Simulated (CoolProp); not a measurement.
Computed with CoolProp (reference Helmholtz-energy equation of state, Wagner 2002).

For water, give the phase and the cp (kJ/(kg K)), Joule-Thomson coefficient (K/MPa), viscosity (µPa s) at 343.55 °C and 20.7 MPa; 343.55 °C and 48.3 MPa.


- 343.55 °C and 20.7 MPa: liquid; cp 7.12, Joule-Thomson coefficient 0.520, viscosity 73.0
- 343.55 °C and 48.3 MPa: liquid; cp 5.32, Joule-Thomson coefficient 0.173, viscosity 84.6

Viscosity comes from a separate model (Huber 2009).
